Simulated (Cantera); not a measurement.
Pyrogenic steam for wet oxidation

An isothermal, constant-pressure homogeneous reactor starts with 22.0 % H₂, 20.0 % O₂, 50.0 % N₂, 8.00 % H₂O, equivalence ratio 0.55, at 1200 K and 750 Torr.

Computed with Cantera and GRI-Mech 3.0 (53 species, 325 reactions). The temperature is held fixed by assumption; the heat of reaction is taken as removed at once.

```csv
t (s),x H₂,x O₂,x NO,x NO₂,x H₂O₂
7.00e-6,0.220,0.200,<1e-12,<1e-12,1.57e-10
3.65e-5,0.212,0.196,1.31e-9,1.51e-12,4.30e-6
0.000190,0.00238,0.102,1.88e-6,5.48e-8,7.33e-6
0.000993,0.000390,0.101,1.65e-6,2.86e-7,9.82e-7
0.00518,3.16e-5,0.101,1.53e-6,4.07e-7,6.37e-8
0.0270,1.18e-7,0.101,1.85e-6,8.53e-8,1.40e-8
0.141,1.62e-8,0.101,1.92e-6,1.72e-8,4.03e-9
0.735,1.36e-8,0.101,1.92e-6,2.23e-8,2.58e-9
3.83,1.36e-8,0.101,1.92e-6,2.24e-8,2.57e-9
20.0,1.36e-8,0.101,1.92e-6,2.24e-8,2.57e-9
```
x: mole fraction; the columns are a selection and need not sum to one.

Equilibrium at this temperature and pressure: H₂ 1.36e-8, O₂ 0.101, NO 0.000115, NO₂ 1.35e-6, H₂O₂ 2.57e-9 (gas phase only).
